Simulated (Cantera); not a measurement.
Feed: 1 mol SiH2Cl2, 0.18 mol NO, a varied amount of H2, equilibrated at 1548 K and 0.150 Torr.

Cantera equilibrium calculation (NASA polynomials, part measured and part estimated; ideal gas, pure solids and liquids). Candidate condensed phases: H2O, NH4Cl, Si, SiO2, Si2N2O, Si3N4; 47 gas species. The tables' values for SiCl3, SiCl are old estimates; treat these amounts as uncertain. Kinetics and transport are ignored.

**Question.** At 7.1 mol H2, list the 6 most abundant gas species with their mole fractions, and the condensed phases.

**Answer.** H2 0.807, HCl 0.111, SiCl2 0.0507, SiO 0.0192, N2 0.00959, H 0.00196. Condensed: Si(s).
